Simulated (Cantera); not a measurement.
Input: 1 mol Si₃N₄, 0.0036 mol H₂O, 410 mol N₂, equilibrated at 1402 °C and 10.0 Torr.

Method: chemical equilibrium by Gibbs-energy minimisation in Cantera with the NASA 1993 tables (ideal gas, pure condensed phases). Candidate condensed phases: H₂O, Si, SiO₂, Si₂N₂O, Si₃N₄; 35 gas species. Kinetics and transport are ignored.

Base state: N₂ 1.000 (mole fractions); condensed: Si₃N₄(s).

Task: What changes in the equilibrium state with this change: H₂O from 0.0036 to 4.9 mol?

Result: 
| species | before | after |
|---|---|---|
| N₂ | 1.000 | 0.986 |
| H₂ | 7.41e-6 | 0.0116 |
| SiO | 8.78e-6 | 0.00268 |
| H₂O | <1e-9 | 5.10e-5 |
| H | 2.74e-6 | 0.000108 |
| Si₃N₄(s), mol | 0.998 | 0 |
| SiO₂(β-quartz), mol | 0 | 1.88 |
The tables hold silica as quartz up to 1696 K and as liquid above; real silica turns to tridymite and cristobalite and melts near 1996 K.

Task: What changes in the equilibrium state with this change: temperature from 1402 °C to 925 °C?

Result: 
```csv
species,before,after
N₂,1.000,1.000
"Si₃N₄(s), mol",0.998,0.998
"Si₂N₂O(s), mol",0,0.00360
```
Mutual solubility and eutectic melting of coexisting phases are not modelled.
